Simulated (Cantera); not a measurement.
Carbon deposition, reforming and gasification: C3H8 + O2 + N2

A closed system holds: 1 mol C3H8, 0.043 mol O2, 9.6 mol N2, at 4.50 mbar.

Equilibrium computed with Cantera from the NASA thermochemical tables; the gas is ideal and each condensed phase is pure. Candidate condensed phases: C, C6H6, C7H8, C8H18, H2O; 169 gas species. Ions and electrons are included (thermal ionisation). Rates play no part.

```tsv
T (K)	x N2	x H	x H2	x N	x C	x CN	x C3	x HCN	n C(graphite)
2000	0.694	0.0128	0.280	1.12e-8	6.77e-9	7.01e-6	6.16e-9	0.00650	2.81
2500	0.632	0.157	0.175	3.46e-6	3.70e-5	0.00122	0.000110	0.0236	2.44
3000	0.508	0.370	0.0247	0.000148	0.00851	0.0262	0.0299	0.0169	0
3500	0.466	0.400	0.00207	0.00225	0.0683	0.0401	0.00719	0.00134	0
4000	0.449	0.389	0.000268	0.0177	0.118	0.0204	0.000116	6.71e-5	0
4500	0.402	0.373	5.25e-5	0.0850	0.127	0.00822	1.64e-6	4.37e-6	0
5000	0.275	0.338	1.24e-5	0.259	0.120	0.00308	3.82e-8	3.53e-7	0
```
x: gas mole fraction; n: condensed amount in mol.

From 2000 K to 2500 K the condensed part is C(graphite). From 3000 K to 5000 K nothing is condensed. The main C-bearing gas is HCN at 2000 K and C at 5000 K.
